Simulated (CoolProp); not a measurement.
Vapour-liquid equilibrium of dimethyl carbonate (1) + n-nonane (2) at 0.0236 MPa; x and y are mole fractions of (1).

Values from CoolProp's multi-fluid Helmholtz-energy mixture model, Zhou 2011 and Lemmon 2006; pair parameters Bell 2016.

```csv
x,"bubble temperature, mixture model (°C)","bubble temperature, Raoult's law (°C)","y, mixture model","y, Raoult's law"
0.05,84.6,96.3,0.524,0.260
0.15,65.5,85.7,(withheld),0.559
0.25,57.5,77.9,0.879,0.717
0.35,54.0,71.9,0.904,0.811
0.45,(withheld),67.0,0.914,0.871
0.55,(withheld),62.9,(withheld),0.913
0.65,52.0,59.5,0.919,0.943
0.75,(withheld),56.4,(withheld),0.965
0.85,51.2,53.8,(withheld),0.981
0.95,50.6,51.4,0.966,0.994
```

Some entries are withheld; supply them.


- 0.15, y, mixture model: 0.808
- 0.45, bubble temperature, mixture model (°C): 52.6
- 0.55, bubble temperature, mixture model (°C): 52.1
- 0.55, y, mixture model: 0.918
- 0.75, bubble temperature, mixture model (°C): 51.7
- 0.75, y, mixture model: 0.923
- 0.85, y, mixture model: 0.934

The largest gap from Raoult's law is -20.4 K in bubble temperature, at x = 0.25. No azeotrope shows between x = 0.05 and 0.95.

Pair parameters are fitted to limited data, so mixtures are less certain than the pure fluids. With so large a gap from Raoult's law the liquid may split in two, which this calculation doesn't test in full.
